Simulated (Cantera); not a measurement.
Input: 1 mol SiO₂, 5.6 mol Cl₂, 20 mol N₂, held at 0.698 Torr.

Method: chemical equilibrium by Gibbs-energy minimisation in Cantera with the NASA 1993 tables (ideal gas, pure condensed phases). Candidate condensed phases: Si, SiO₂, Si₂N₂O, Si₃N₄; 23 gas species. The tables hold silica as quartz up to 1696 K and as liquid above; real silica turns to tridymite and cristobalite and melts near 1996 K. Kinetics and transport are ignored. All values below are at 1650 K.

Base state: N₂ 0.644, Cl 0.350, Cl₂ 0.00531, NO 1.48e-5, SiCl₄ 1.19e-5, SiO 1.15e-5 (mole fractions); condensed: SiO₂(β-quartz).

Q: What changes in the equilibrium state with this change: pressure from 0.698 Torr to 323 Torr?

A: 
| species | before | after |
|---|---|---|
| N₂ | 0.644 | 0.746 |
| Cl₂ | 0.00531 | 0.163 |
| Cl | 0.350 | 0.0902 |
| SiCl₄ | 1.19e-5 | 0.000363 |
| SiO | 1.15e-5 | <1e-9 |
| O₂ | 9.94e-6 | 0.000307 |
| ClO | 6.95e-7 | 2.14e-5 |
| NO | 1.48e-5 | 8.88e-5 |
| SiO₂(β-quartz), mol | 0.999 | 0.990 |
